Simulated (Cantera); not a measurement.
**Silicon etching in halogen gases: Si + HCl**

Charge: 1 mol Si, a varied amount of HCl, at 1377 °C and 3.70 Pa.

Cantera equilibrium calculation (NASA polynomials, part measured and part estimated; ideal gas, pure solids and liquids). Candidate condensed phases: Si; 19 gas species. The tables' values for SiCl, SiCl₃ are old estimates; treat these amounts as uncertain. Rates play no part.

```tsv
n(HCl) (mol)	x HCl	x H₂	x SiCl₂	x Cl	x H	n Si(s)
1.6	0.204	0.386	0.385	0.00385	0.00927	0.355
3.6	0.432	0.276	0.272	0.00963	0.00784	0
5.7	0.624	0.179	0.171	0.0172	0.00633	0
7.8	0.710	0.136	0.125	0.0226	0.00550	0
9.8	0.756	0.112	0.0989	0.0265	0.00500	0
12	0.788	0.0952	0.0805	0.0299	0.00461	0
14	0.808	0.0848	0.0688	0.0325	0.00435	0
16	0.823	0.0772	0.0601	0.0347	0.00415	0
18	0.834	0.0713	0.0533	0.0366	0.00399	0
20	0.842	0.0667	0.0479	0.0382	0.00386	0
22	0.849	0.0629	0.0435	0.0396	0.00375	0
```
x: gas mole fraction; n: condensed amount in mol.

At 1.6 mol HCl the condensed part is Si(s). From 3.6 mol HCl to 22 mol HCl nothing is condensed. The main Si-bearing gas is SiCl₂ throughout.
